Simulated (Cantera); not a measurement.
An isothermal plug-flow reactor at 1098 K and 0.250 bar (inlet), inlet velocity 1.3 m/s, active area per volume 800 1/m; feed CH4 : O2 : N2 = 0.0028 : 0.028 : 0.79 (molar parts), equivalence ratio 0.20.

Cantera simulation using Deutschmann's 1995 Pt surface mechanism with GRI-Mech 3.0 gas chemistry; the numbers are that mechanism's predictions, not measurements. Catalytic surfaces can have several steady states; this one follows from the mechanism file's or the stated starting coverage. Mass transfer to the wall is taken as infinitely fast.

Question: Predict: x(CH4) at z = 0.0031 m; x(O2) at z = 0.0031 m; x(H2O) at z = 0.0031 m; x(CO2) at z = 0.0031 m; x(CO) at z = 0.0031 m; θ(free Pt) at the exit; θ(O*) at the exit.

Answer: 
```
Quantity                  Value
----------------------  -------
x(CH4) at z = 0.0031 m  0.00120
x(O2) at z = 0.0031 m    0.0297
x(H2O) at z = 0.0031 m  0.00442
x(CO2) at z = 0.0031 m  0.00221
x(CO) at z = 0.0031 m   1.51e-6
θ(free Pt) at the exit    0.479
θ(O*) at the exit         0.521
```
